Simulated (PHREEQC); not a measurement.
1 kg of water holding 25 mmol/kgw NaCl and 32 mmol/kgw K2SO4 is evaporated at 90 °C; the solids stay in contact with the brine. CO2 from the air is kept out. The run lets Arcanite, Glaserite, Halite, Mirabilite, Misenite, Sylvite, Thenardite precipitate or redissolve, and no other solid.

The series has 28 steps of water left (kg), from 1 to 0.005012.

Model: Pitzer model, pitzer.dat, run in PHREEQC.

### Question
Which solids form, in which order, and at which step of the series does each first stand?

### Answer
Arcanite from water left = 0.02407 kg; Glaserite from water left = 0.01099 kg.

Away from 25 °C the constants follow the database's enthalpies or fits; those with neither stay at their 25 °C values.
